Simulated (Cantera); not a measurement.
What does this Cantera script print?

```python
import numpy as np
import cantera as ct

gas_names = [...]  # 95 gases of nasa_gas.yaml made of C, F, H
cond_names = """
    C(gr) C6H6(L) C7H8(L) C8H18(L),n-octa
""".split()


# ... load() reads the species with a 1 bar reference pressure and builds the phases ...
atoms = {
    'CF4': {'C': 1, 'F': 4},
    'F2': {'F': 2},
    'H2': {'H': 2},
}
top_T = {'C(gr)': 4500}  # K; cautious upper limits of use, not melting points


# ... equilibrate(T, P, feed) seeds the gas with the atoms and calls Mixture.equilibrate('TP', solver="vcs", rtol=1e-11, max_steps=5000) ...
results = []
T = 1950  # K
P = 360  # Pa
for m in [0.52, 0.75, 1.1, 1.5, 2.2, 3.2, 4.5, 6.5, 9.3, 13, 19]:
    feed = {'CF4': 1, 'F2': 0.01, 'H2': m}  # mol
    mix = equilibrate(T, P, feed)
    results.append((T, P, feed, dict(zip(mix.species_names, mix.species_moles))))

top = {s: max(r[3][s] / sum(r[3][g] for g in gas_names) for r in results) for s in gas_names}
cols = sorted((s for s in top if top[s] > 0.001), key=lambda s: -top[s])[:5]
seen = [c for c in cond_names if any(r[3].get(c, 0) > 1e-12 for r in results)]
print("log10 of partial pressures in bar; condensed amounts in mol")
print(f"{'n(H2)':>10s}" + "".join(f"{s[:9]:>10s}" for s in cols + seen))
for T, P, feed, n in results:
    ng = sum(n[g] for g in gas_names)
    print(f"{feed['H2']:10.4g}" + "".join(f"{np.log10(max(n[s] / ng * P / 1e5, 1e-99)):10.3f}" for s in cols)
          + "".join(f"{n.get(c, 0):10.4g}" for c in seen))
```

Result:

```
log10 of partial pressures in bar; condensed amounts in mol
     n(H2)        HF        H2       CF4       CF2         F     C(gr)
      0.52    -2.707   -10.475    -2.908    -3.591    -3.886    0.2024
      0.75    -2.621   -10.225    -3.065    -3.670    -3.926    0.3198
       1.1    -2.545    -9.946    -3.319    -3.797    -3.989    0.5017
       1.5    -2.493    -9.651    -3.702    -3.988    -4.085    0.7152
       2.2    -2.465    -3.810   -15.270    -9.772    -6.977    0.9998
       3.2    -2.558    -3.096   -17.073   -10.674    -7.427    0.9987
       4.5    -2.656    -2.871   -17.912   -11.094    -7.637    0.9973
       6.5    -2.772    -2.730   -18.660   -11.467    -7.824    0.9951
       9.3    -2.896    -2.643   -19.330   -11.802    -7.992    0.9921
        13    -3.019    -2.588   -19.933   -12.104    -8.143    0.9881
        19    -3.166    -2.545   -20.605   -12.440    -8.311    0.9816
```

Equilibrium computed with Cantera from the NASA thermochemical tables; the gas is ideal and each condensed phase is pure. Gases not in the tables: C2F6 and larger saturated fluorocarbons.
